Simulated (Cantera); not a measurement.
An isothermal, constant-pressure homogeneous reactor starts with NH3 : N2 = 1 : 0.79 (molar parts), at 1450 K and 48000 Pa. Integrator tolerance rtol = 1e-08.

Detailed kinetics in Cantera: the gas-phase N/H chemistry of the illustrative SiF4/NH3 mechanism in the Surface Chemkin manual (1991). Walls and surfaces, which speed up NH3 decomposition in real reactors, are not modelled.

**Question.** What does this change do: temperature 1450 to 1725 K?

**Answer.** 
```csv
quantity,before,after
x(NH3) at 100 s,0.308 (gas-phase equilibrium 9.17e-6),0.00115 (gas-phase equilibrium 4.38e-6)
x(H2) at 100 s,0.241 (gas-phase equilibrium 0.538),0.536 (gas-phase equilibrium 0.537)
x(N) at 100 s,6.63e-10 (gas-phase equilibrium <1e-12),2.29e-9 (gas-phase equilibrium 8.88e-12)
x(NH) at 100 s,3.03e-8 (gas-phase equilibrium <1e-12),2.21e-8 (gas-phase equilibrium 8.51e-11)
x(N2H2) at 100 s,4.24e-8 (gas-phase equilibrium <1e-12),3.36e-11 (gas-phase equilibrium <1e-12)
```
